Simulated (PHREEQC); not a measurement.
**Ultrapure water in contact with air or piping (model solution)**

Synthetic water in mg/kgw, 20 °C, pH 6.01, pe 12.6:

```
constituent           mg/kgw
------------------  --------
Na                     0.214
K                    0.00683
Ca                     0.727
Mg                     0.114
Cl                     0.274
S(6) as SO4            0.769
Alkalinity as HCO3      1.85
Zn                  0.000383
Sr                  0.000518
```

Valence states are taken as typed.

Computed with PHREEQC (ion-association model, wateq4f.dat).

This is a speciation only: nothing precipitates in the calculation.

What charge-balance error does the model give?

charge-balance error 1.0 %.

In which forms is C present?

CO2 70 %, HCO3- 30 % of the C.
